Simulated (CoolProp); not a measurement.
Vapour-liquid equilibrium of benzene (1) + dimethyl carbonate (2) at 92.25 °C; x and y are mole fractions of (1).

Computed with CoolProp (multi-fluid Helmholtz-energy mixture model, Thol 2012 and Zhou 2011; pair parameters Bell 2016).

```csv
x,"bubble pressure, mixture model (kPa)","bubble pressure, Raoult's law (kPa)","y, mixture model","y, Raoult's law"
0.05,112.7,110.3,0.084,0.066
0.125,118.3,113.0,0.192,0.161
0.2,123.3,115.8,0.285,0.251
0.275,127.6,118.6,0.367,0.337
0.35,131.4,121.3,0.440,0.419
0.425,134.6,124.1,0.507,0.498
0.5,137.4,126.9,0.571,0.573
0.575,___,129.6,0.632,0.645
0.65,141.8,132.4,___,0.713
0.725,143.3,135.2,0.753,0.779
0.8,144.5,137.9,0.815,0.843
0.875,145.2,140.7,0.880,0.904
0.95,___,143.5,0.950,0.962
```

Task: Complete the blanks.

Result: 
- 0.575, bubble pressure, mixture model (kPa): 139.8
- 0.65, y, mixture model: 0.692
- 0.95, bubble pressure, mixture model (kPa): 145.4

The largest gap from Raoult's law is +8.5 % in bubble pressure, at x = 0.425. y crosses x between x = 0.875 and 0.95: the model has an azeotrope there.

The pair parameters rest on a limited set of measurements; away from them the model extrapolates.
